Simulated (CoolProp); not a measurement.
Vapour-liquid equilibrium of p-xylene (1) + n-decane (2) at 0.357 bar; x and y are mole fractions of (1).

Model: multi-fluid Helmholtz-energy mixture model, Zhou 2012 and Lemmon 2006; pair parameters Bell 2016, in CoolProp.

Q: Give the bubble temperature and the first vapour's composition at x = 0.05, 0.2, 0.65. Is there an azeotrope?

A: x = 0.05: 407.3 K, y = 0.134; x = 0.2: 399.6 K, y = 0.427; x = 0.65: 384.3 K, y = 0.845. No azeotrope shows between x = 0.05 and 0.95.

Pair parameters are fitted to limited data, so mixtures are less certain than the pure fluids.
